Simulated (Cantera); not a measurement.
A closed system holds: 1 mol TiCl4, 0.94 mol C3H8, equilibrated at 75.0 Torr.

Equilibrium computed with Cantera from the NASA thermochemical tables; the gas is ideal and each condensed phase is pure. Candidate condensed phases: C, C6H6, C7H8, C8H18, Ti, TiC, TiCl2, TiCl3, TiCl4; 96 gas species. The tables' values for TiCl2 are old estimates; treat these amounts as uncertain. TiC: taken at fixed stoichiometry. Kinetics and transport are ignored.

x: gas mole fraction; n: condensed amount in mol.

| T (K) | x HCl | x H2 | x TiCl4 | x TiCl3 | x Cl | n C(graphite) | n TiC(s) |
|---|---|---|---|---|---|---|---|
| 1273 | 0.342 | 0.545 | 0.0825 | 0.0300 | 8.88e-7 | 2.41 | 0.409 |
| 1323 | 0.379 | 0.518 | 0.0680 | 0.0341 | 2.22e-6 | 2.36 | 0.458 |
| 1373 | 0.413 | 0.494 | 0.0550 | 0.0374 | 5.13e-6 | 2.32 | 0.504 |
| 1423 | 0.444 | 0.472 | 0.0437 | 0.0398 | 1.11e-5 | 2.27 | 0.547 |
| 1473 | 0.471 | 0.453 | 0.0343 | 0.0413 | 2.27e-5 | 2.23 | 0.587 |
| 1523 | 0.495 | 0.436 | 0.0266 | 0.0418 | 4.40e-5 | 2.20 | 0.623 |
| 1573 | 0.516 | 0.422 | 0.0205 | 0.0416 | 8.12e-5 | 2.16 | 0.656 |
| 1623 | 0.534 | 0.409 | 0.0157 | 0.0407 | 0.000144 | 2.13 | 0.685 |
| 1673 | 0.549 | 0.399 | 0.0120 | 0.0393 | 0.000245 | 2.11 | 0.711 |
| 1723 | 0.562 | 0.389 | [?] | 0.0376 | [?] | 2.09 | 0.734 |
| 1773 | 0.573 | 0.382 | [?] | 0.0357 | [?] | 2.07 | 0.754 |
| 1823 | 0.583 | 0.375 | 0.00541 | 0.0338 | 0.000995 | 2.05 | 0.772 |
| 1873 | 0.591 | 0.369 | 0.00418 | 0.0317 | 0.00150 | 2.03 | 0.788 |
| 1923 | 0.597 | 0.364 | 0.00324 | 0.0297 | 0.00222 | 2.02 | 0.802 |

**Question.** Fill in the missing entries.

**Answer.** 
- 1773, x TiCl4: 0.00704
- 1773, x Cl: 0.000642
- 1723, x TiCl4: 0.00918
- 1723, x Cl: 0.000402
